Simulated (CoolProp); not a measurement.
A simple Rankine cycle with R245ca: condensing at 310.15 K, boiler at 1.21 MPa, turbine inlet 386.8 K, turbine efficiency 0.85, pump efficiency 0.7, no recuperator. Each further row changes one setting.

The numbers come from the reference Helmholtz-energy equation of state, Zhou 2016 in CoolProp.

| case | thermal efficiency (%) | net work (kJ/kg) | heat in (kJ/kg) | turbine exit temperature (K) | volume ratio over the turbine |
|---|---|---|---|---|---|
| as stated | 13.0 | 33.3 | 257 | 337.1 | 8.32 |
| turbine inlet 406.8 K | 12.9 | 36.2 | 282 | 358.8 | 8.01 |
| condensing temperature 302.15 K | 14.2 | 38.1 | 268 | 331.4 | 11.0 |
| boiler pressure 0.847 MPa | 11.1 | 29.2 | 264 | 348.4 | 5.50 |
| turbine efficiency 0.75 | 11.4 | 29.2 | 257 | 341.1 | 8.44 |
